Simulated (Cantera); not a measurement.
What does this Cantera script print?

```python
import numpy as np
import cantera as ct

gas = ct.Solution("gri30.yaml")
gas.TPX = 475, 42000, {'CH4': 1, 'C2H6': 0.44, 'C3H8': 0.16, 'O2': 3.62, 'N2': 13.6}
flame = ct.FreeFlame(gas, width=0.073)
flame.set_refine_criteria(ratio=3, slope=0.08, curve=0.16)
flame.transport_model = "mixture-averaged"
flame.solve(loglevel=0, auto=True)
z, T = flame.grid, flame.T
thick = (T[-1] - T[0]) / np.gradient(T, z).max()
show = ['CH4', 'C2H6', 'C3H8', 'CH2CO', 'H', 'O']
print(f"laminar burning velocity  {flame.velocity[0] * 100:.3f} cm/s")
print(f"burnt temperature         {T[-1]:.1f} K")
print(f"thermal thickness         {thick * 1e3:.4f} mm")
print(f"grid points               {len(z)}")
z0 = z[flame.heat_release_rate.argmax()]
print(f"{'z/mm':>9s}{'T/K':>9s}{'u/(m/s)':>9s}" + "".join(f"{s:>11s}" for s in show))
rows = []
for k in (-3, -2, -1.5, -1, -0.5, -0.25, 0, 0.25, 0.5, 1, 2, 4, 8):
    zz = z0 + k * thick
    rows.append([k * thick, np.interp(zz, z, T), np.interp(zz, z, flame.velocity),
                 *(np.interp(zz, z, flame.X[gas.species_index(s)]) for s in show)])
    print(f"{rows[-1][0] * 1e3:9.3f}{rows[-1][1]:9.1f}{rows[-1][2]:9.3f}" + "".join(f"{x:11.3e}" for x in rows[-1][3:]))
```

Result:

```
laminar burning velocity  101.044 cm/s
burnt temperature         2263.5 K
thermal thickness         0.7037 mm
grid points               151
     z/mm      T/K  u/(m/s)        CH4       C2H6       C3H8      CH2CO          H          O
   -2.111    475.1    1.012  5.305e-02  2.335e-02  8.492e-03  1.576e-09  6.099e-14  1.639e-13
   -1.407    476.6    1.018  5.284e-02  2.328e-02  8.469e-03  4.067e-08  2.732e-11  2.305e-11
   -1.056    483.8    1.037  5.240e-02  2.317e-02  8.436e-03  3.733e-07  2.507e-09  5.300e-10
   -0.704    546.8    1.184  5.017e-02  2.260e-02  8.287e-03  7.623e-06  8.358e-07  3.257e-08
   -0.352    977.3    2.177  3.746e-02  1.666e-02  5.926e-03  1.946e-04  1.189e-04  5.663e-06
   -0.176   1404.1    3.202  2.285e-02  6.981e-03  1.852e-03  5.862e-04  1.044e-03  9.734e-05
    0.000   1781.9    4.131  7.095e-03  4.610e-04  4.351e-05  5.160e-04  4.832e-03  7.151e-04
    0.176   1952.1    4.539  8.776e-04  2.902e-06  3.748e-08  9.674e-05  9.675e-03  1.977e-03
    0.352   1995.3    4.628  5.929e-05  5.819e-09  4.355e-12  6.817e-06  1.265e-02  2.835e-03
    0.704   2020.4    4.663  1.967e-07  6.435e-14  2.206e-19  1.854e-08  1.419e-02  3.020e-03
    1.407   2046.5    4.706  4.994e-11  1.825e-19  1.730e-26  5.361e-12  1.361e-02  2.714e-03
    2.815   2081.6    4.775  2.429e-15  4.168e-25  1.447e-34  1.812e-16  1.178e-02  2.244e-03
    5.630   2128.1    4.866  1.391e-15  2.033e-29 -3.687e-40  5.856e-18  9.297e-03  1.640e-03
```

Detailed kinetics in Cantera: GRI-Mech 3.0 (53 species, 325 reactions). Burning velocities carry a grid error of a few per cent, more on coarse grids.
